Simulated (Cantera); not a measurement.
Charge: 1 mol SiCl4, 0.011 mol C3H8, 220 mol H2, at 750 Torr.

Equilibrium computed with Cantera from the NASA thermochemical tables; the gas is ideal and each condensed phase is pure. Candidate condensed phases: C, C6H6, C7H8, C8H18, Si, SiC; 109 gas species. Mutual solubility and eutectic melting of coexisting phases are not modelled. The tables' values for SiCl3, SiCl are old estimates; treat these amounts as uncertain. Gases not in the tables: Si2H6 and higher silanes. The numbers say what is thermodynamically allowed, not how fast it happens.

log p: log10 of the partial pressure in bar; n: condensed amount in mol.

| T (°C) | log p H2 | log p HCl | log p H | log p SiCl2 | log p Si | n Si(s) | n SiC(s) | n Si(l) |
|---|---|---|---|---|---|---|---|---|
| 1052 | -0.01 | -1.82 | -5.79 | -3.19 | -10.03 | 0.716 | 0.0282 | 0 |
| 1152 | -0.01 | -1.80 | -5.17 | -3.11 | -8.79 | 0.756 | 0.0287 | 0 |
| 1252 | -0.01 | -1.79 | ___ | -3.07 | ___ | 0.760 | 0.0291 | 0 |
| 1352 | -0.01 | -1.79 | -4.16 | -3.04 | -6.79 | 0.755 | 0.0294 | 0 |
| 1452 | -0.01 | -1.79 | -3.73 | -3.04 | -5.99 | 0 | 0.0294 | 0.757 |
| 1552 | -0.01 | -1.79 | -3.36 | -3.09 | -5.34 | 0 | 0.0288 | 0.776 |
| 1652 | -0.01 | -1.78 | -3.02 | -3.14 | -4.76 | 0 | 0.0279 | 0.783 |
| 1752 | -0.01 | -1.78 | -2.72 | -3.18 | -4.23 | 0 | 0.0259 | 0.772 |
| 1852 | -0.01 | -1.78 | ___ | -3.23 | ___ | 0 | ___ | 0.728 |
| 1952 | -0.01 | -1.78 | -2.19 | -3.27 | -3.33 | 0 | 0.00203 | 0.619 |

Q: Complete the blanks.

A: 
- 1852, log p H: -2.44
- 1852, log p Si: -3.76
- 1852, n SiC(s): 0.0200
- 1252, log p H: -4.63
- 1252, log p Si: -7.72
